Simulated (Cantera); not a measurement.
## ZrO₂ + H₂ + N₂ (hydrogen reduction and annealing atmospheres)

Input: 1 mol ZrO₂, 7.2 mol H₂, 5.5 mol N₂.

These are equilibrium values from Cantera (NASA tables, ideal gas, pure condensed phases), not measurements of a reactor. Candidate condensed phases: H₂O, Zr, ZrN, ZrO₂; 28 gas species. Mutual solubility and eutectic melting of coexisting phases are not modelled. ZrN: taken at fixed stoichiometry. Condensed phases not in the tables: solid solutions among these carbides, nitrides and lower oxides. Kinetics and transport are ignored.

Task: Map the stable condensed phases over T = 1052, 1077, 1102, 1127, 1152, 1177, 1202, 1227, 1252, 1277, 1302, 1327, 1352, 1377 °C and P in Pa = 10, 32, 100, 320, 1000, 3200, 10000, 32000, 100000, 320000, 1000000.

Result: 
```
T in °C \ P in Pa
              10      32     100     320    1000    3200   10000   32000  100000  320000 1000000
   1377        A       A       A       A       A       A       B       B       B       B       B
   1352        A       A       A       A       A       A       A       B       B       B       B
   1327        A       A       A       A       A       A       A       B       B       B       B
   1302        A       A       A       A       A       A       A       A       B       B       B
   1277        A       A       A       A       A       A       A       A       B       B       B
   1252        A       A       A       A       A       A       A       A       A       B       B
   1227        A       A       A       A       A       A       A       A       A       B       B
   1202        A       A       A       A       A       A       A       A       A       A       B
   1177        A       A       A       A       A       A       A       A       A       A       B
   1152        A       A       A       A       A       A       A       A       A       A       A
   1127        A       A       A       A       A       A       A       A       A       A       A
   1102        A       A       A       A       A       A       A       A       A       A       A
   1077        A       A       A       A       A       A       A       A       A       A       A
   1052        A       A       A       A       A       A       A       A       A       A       A
```
A: ZrO₂; B: ZrN + ZrO₂.
